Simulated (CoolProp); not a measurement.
Vapour-liquid equilibrium of n-heptane (1) + m-xylene (2) at 306.2 K; x and y are mole fractions of (1).

The numbers come from the multi-fluid Helmholtz-energy mixture model, Span 2003 and Zhou 2012; pair parameters Bell 2016 in CoolProp.

```csv
x,"bubble pressure, mixture model (bar)","bubble pressure, Raoult's law (bar)","y, mixture model","y, Raoult's law"
0.05,0.02302,0.02116,0.275,0.212
0.125,0.03034,0.02658,0.489,0.422
0.2,0.03682,0.03201,0.611,0.561
0.275,0.04268,0.03743,0.691,0.660
0.35,0.04810,0.04285,0.749,0.734
0.425,0.05319,0.04827,0.795,0.791
0.5,0.05808,0.05370,0.832,0.837
0.575,0.06283,0.05912,0.865,0.874
0.65,0.06752,0.06454,0.893,0.905
0.725,0.07220,0.06996,0.919,0.931
0.8,0.07691,0.07539,0.943,0.953
0.875,0.08169,0.08081,0.965,0.973
0.95,0.08655,0.08623,0.986,0.990
```

The largest gap from Raoult's law is +15.0 % in bubble pressure, at x = 0.2. No azeotrope shows between x = 0.05 and 0.95.

Pair parameters are fitted to limited data, so mixtures are less certain than the pure fluids.
